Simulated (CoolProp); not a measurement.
Model: reference Helmholtz-energy equation of state, Schroeder 2014, in CoolProp.

**Question.** For ethanol, give the phase and the cv (kJ/(kg K)), speed of sound (m/s), Joule-Thomson coefficient (K/MPa), Prandtl number at 270.85 °C and 14.6 MPa.

**Answer.** 
- 270.85 °C and 14.6 MPa: supercritical; cv 3.15, speed of sound 354, Joule-Thomson coefficient 1.36, Prandtl number 2.48

Viscosity comes from a separate model (Kiselev 2005). Thermal conductivity comes from a separate model (Assael 2013).
